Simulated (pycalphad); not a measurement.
An equivalent pycalphad script:

```python
from pycalphad import Database, equilibrium, calculate, variables as v
import numpy as np
db = Database('COST507.tdb')
comps = ['SN', 'SI', 'VA']
phases = ['BCT_A5', 'DIAMOND_A4', 'LIQUID']
eq = equilibrium(db, comps, phases, {v.X('SI'): 0.0956, v.T: np.arange(1400, 499, -20), v.P: 101325, v.N: 1}, output=['HM', 'SM'])
```

Computed with pycalphad from the COST 507 light-alloy database (1999), at 1 atm. The database dates from 1999; later assessments differ in places, in temperatures and in the compounds included. Amounts are mole fractions of atoms.

Results at three of the temperatures:

```
T = 1360.00 K, P = 101325 Pa, N = 1 mol of atoms
G = -104859 J/mol, H = 40444 J/mol, S = 106.84 J/(mol K)  (SER reference)
chemical potentials (J/mol): Sn -110765, Si -48979
phase             fraction      x(Sn)      x(Si)
LIQUID              0.9584     0.9437     0.0563
DIAMOND_A4          0.0416   3.39e-07     1.0000
```

```
T = 1000.00 K, P = 101325 Pa, N = 1 mol of atoms
G = -68623 J/mol, H = 26434 J/mol, S = 95.06 J/(mol K)  (SER reference)
chemical potentials (J/mol): Sn -72666, Si -30382
phase             fraction      x(Sn)      x(Si)
LIQUID              0.9076     0.9965     0.0035
DIAMOND_A4          0.0924   4.36e-07     1.0000
```

```
T = 920.00 K, P = 101325 Pa, N = 1 mol of atoms
G = -61118 J/mol, H = 24037 J/mol, S = 92.56 J/(mol K)  (SER reference)
chemical potentials (J/mol): Sn -64758, Si -26682
phase             fraction      x(Sn)      x(Si)
LIQUID              0.9058     0.9985     0.0015
DIAMOND_A4          0.0942    4.4e-07     1.0000
```

Changes of the phase set, refined by bisection:

```tsv
T (K)	phases above	phases below
505.0	DIAMOND_A4 + LIQUID	BCT_A5 + DIAMOND_A4
```

DIAMOND_A4 is diamond (Si); BCT_A5 is bct (Sn).
